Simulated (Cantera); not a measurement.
Thermodynamics of fluorocarbon and chlorocarbon gases, feed CCl₄ + Si

Feed: 1 mol CCl₄, 0.033 mol Si, at 0.0900 Torr.

Equilibrium computed with Cantera from the NASA thermochemical tables; the gas is ideal and each condensed phase is pure. Candidate condensed phases: C, Si, SiC; 24 gas species. The tables' values for SiCl₃, SiCl, CCl are old estimates; treat these amounts as uncertain. The numbers say what is thermodynamically allowed, not how fast it happens.

```
T (K)   x Cl       x C      x C₃      x C₂   x SiCl₂      x Si  n C(graphite)
-----  -----  --------  --------  --------  --------  --------  -------------
1650   0.986  2.69e-11  6.36e-12    <1e-12  0.000914  2.50e-11          1.000
1800   0.990   2.11e-9  9.55e-10  7.87e-11   0.00644   3.52e-8          1.000
1950   0.991   8.40e-8   6.52e-8   5.48e-9   0.00798   3.90e-6          1.000
2100   0.992   1.97e-6   2.41e-6   2.07e-7   0.00788  0.000182          1.000
2250   0.992   3.04e-5   5.42e-5   4.77e-6   0.00438   0.00288          0.997
2400   0.991  0.000331  0.000817   7.39e-5  0.000495   0.00613          0.979
2550   0.979   0.00272   0.00888  0.000826   3.62e-5   0.00610          0.858
2700   0.905    0.0168    0.0634   0.00637   2.68e-6   0.00531              0
2850   0.886    0.0445    0.0511    0.0106   3.93e-7   0.00640              0
3000   0.854    0.0955    0.0300    0.0135   5.98e-8   0.00674              0
3150   0.819     0.154   0.00972    0.0109   1.01e-8   0.00668              0
3300   0.802     0.185   0.00165   0.00543   2.07e-9   0.00660              0
3450   0.797     0.194  0.000229   0.00227  5.00e-10   0.00657              0
```
x: gas mole fraction; n: condensed amount in mol.

From 1650 K to 2550 K the condensed part is C(graphite). From 2700 K to 3450 K nothing is condensed. The main Si-bearing gas is SiCl₄ at 1650 K and Si at 3450 K.
